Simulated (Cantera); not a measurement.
Charge: 1 mol Si3N4, 0.13 mol H2, 0.0099 mol C, at 1775 °C and 13.3 mbar.

Method: chemical equilibrium by Gibbs-energy minimisation in Cantera with the NASA 1993 tables (ideal gas, pure condensed phases). Candidate condensed phases: C, C6H6, C7H8, C8H18, Si, SiC, Si3N4; 105 gas species. Mutual solubility and eutectic melting of coexisting phases are not modelled. The tables' values for SiN are old estimates; treat these amounts as uncertain. The numbers say what is thermodynamically allowed, not how fast it happens.

Task: What is the equilibrium state?

Result: 
- x(N2) = 0.931
- x(H2) = 0.0580
- x(Si) = 0.00567
- x(H) = 0.00467
- x(HCN) = 0.000269
- x(Si2C) = 0.000189
- x(Si2N) = 0.000185
- x(SiN) = 0.000147
- x(SiH) = 9.58e-5
- n(Si(l)) = 2.98 mol
- n(SiC(s)) = 0.00887 mol
- gas amount = 2.148 mol
- log10 activity of C(graphite) (absent) = -1.19
